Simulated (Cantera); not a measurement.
Catalytic stagnation flow on Pt

A jet of 2.24 % CH₄, 17.3 % O₂, 80.4 % N₂ at 300 K and 0.330 bar hits a platinum plate 2.6 cm away at a mass flux of 0.13 kg/m²/s; the plate temperature is set and raised in steps from an oxygen-covered start.

Model: Deutschmann's 1995 Pt surface mechanism with GRI-Mech 3.0 gas chemistry, integrated in Cantera. Catalytic surfaces can have several steady states; this one follows from the mechanism file's or the stated starting coverage.

| plate T (K) | wall x CH₄ | wall x O₂ | wall x H₂O | wall x OH | wall x CO | wall x CO₂ | θ free Pt | θ O* | θ OH* |
|---|---|---|---|---|---|---|---|---|---|
| 900 | 0.0170 | 0.162 | 0.0100 | 1.44e-8 | 5.14e-6 | 0.00656 | 0.126 | 0.873 | 0.00127 |
| 950 | 0.0133 | 0.154 | 0.0170 | 4.76e-8 | 5.52e-6 | 0.0111 | 0.179 | 0.820 | 0.00155 |
| 1000 | 0.00986 | 0.146 | 0.0233 | 1.37e-7 | 5.47e-6 | 0.0153 | 0.237 | 0.762 | 0.00168 |
| 1050 | 0.00725 | 0.141 | 0.0280 | 3.42e-7 | 5.28e-6 | 0.0185 | 0.297 | 0.701 | 0.00168 |
| 1100 | 0.00542 | 0.137 | 0.0313 | 7.63e-7 | 5.09e-6 | 0.0207 | 0.359 | 0.640 | 0.00160 |
x: mole fraction at the wall; θ: surface coverage.
